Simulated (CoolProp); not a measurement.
Vapour-liquid equilibrium of ethanol (1) + o-xylene (2) at 0.55 MPa; x and y are mole fractions of (1).

Model: multi-fluid Helmholtz-energy mixture model, Schroeder 2014 and Zhou 2012; pair parameters Bell 2016, in CoolProp.

### Question
Give the bubble temperature and the first vapour's composition at x = 0.35, 0.5, 0.95. Is there an azeotrope?

### Answer
x = 0.35: 417.2 K, y = 0.837; x = 0.5: 412.6 K, y = 0.868; x = 0.95: 402.8 K, y = 0.979. No azeotrope shows between x = 0.05 and 0.95.

Pair parameters are fitted to limited data, so mixtures are less certain than the pure fluids. With so large a gap from Raoult's law the liquid may split in two, which this calculation doesn't test in full.
